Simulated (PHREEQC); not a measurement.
Make-up at 25 °C: 0.029 mol/kgw NaHCO3, 3.2e-05 mol/kgw Na2SO4 and 0.0092 mol/kgw LiCl. Closed to the air; pH follows from the charge balance.

Equilibrium calculation in PHREEQC: ion-association model, phreeqc.dat.

The ionic strength comes out as 0.0382 mol/kgw. What activity coefficients do Cl-, SO4-2, Na+, OH-, Li+ get?

Cl- 0.83, SO4-2 0.50, Na+ 0.84, OH- 0.83, Li+ 0.85.

This is a speciation only: nothing precipitates in the calculation.
